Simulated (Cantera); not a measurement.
A Cantera script and what it prints.

```python
import numpy as np
import cantera as ct

gas_names = """
    Hg N NO NO2 NO3 N2 N2O O O2 O3
""".split()
cond_names = """
    Hg(cr) Hg(L) HgO(s)
""".split()


# ... load() reads the species with a 1 bar reference pressure and builds the phases ...
atoms = {
    'HgO': {'Hg': 1, 'O': 1},
    'N2': {'N': 2},
}
top_T = {}  # K; cautious upper limits of use, not melting points


# ... equilibrate(T, P, feed) seeds the gas with the atoms and calls Mixture.equilibrate('TP', solver="vcs", rtol=1e-11, max_steps=5000) ...
results = []
feed = {'HgO': 1, 'N2': 0.49}  # mol
P = 101325  # Pa
for T in [475, 550, 625, 700, 775, 850, 925, 1000, 1075, 1150, 1225]:
    mix = equilibrate(T, P, feed)
    results.append((T, P, feed, dict(zip(mix.species_names, mix.species_moles))))

top = {s: max(r[3][s] / sum(r[3][g] for g in gas_names) for r in results) for s in gas_names}
cols = sorted((s for s in top if top[s] > 0.0001), key=lambda s: -top[s])[:7]
seen = [c for c in cond_names if any(r[3].get(c, 0) > 1e-12 for r in results)]
print("log10 of partial pressures in bar; condensed amounts in mol")
print(f"{'T/K':>10s}" + "".join(f"{s[:9]:>10s}" for s in cols + seen))
for T, P, feed, n in results:
    ng = sum(n[g] for g in gas_names)
    print(f"{T:10.4g}" + "".join(f"{np.log10(max(n[s] / ng * P / 1e5, 1e-99)):10.3f}" for s in cols)
          + "".join(f"{n.get(c, 0):10.4g}" for c in seen))
```

Output:

```
log10 of partial pressures in bar; condensed amounts in mol
       T/K        N2        Hg        O2        NO    HgO(s)
       475     0.006    -3.872    -4.173   -11.472    0.9999
       550     0.003    -2.378    -2.679    -9.357     0.998
       625    -0.032    -1.251    -1.552    -7.770    0.9704
       700    -0.422    -0.374    -0.675    -6.708    0.4522
       775    -0.603    -0.293    -0.594    -6.099         0
       850    -0.603    -0.293    -0.594    -5.555         0
       925    -0.603    -0.293    -0.594    -5.100         0
      1000    -0.603    -0.293    -0.594    -4.713         0
      1075    -0.603    -0.293    -0.594    -4.380         0
      1150    -0.603    -0.293    -0.594    -4.090         0
      1225    -0.603    -0.293    -0.594    -3.836         0
```

Cantera equilibrium calculation (NASA polynomials, part measured and part estimated; ideal gas, pure solids and liquids).
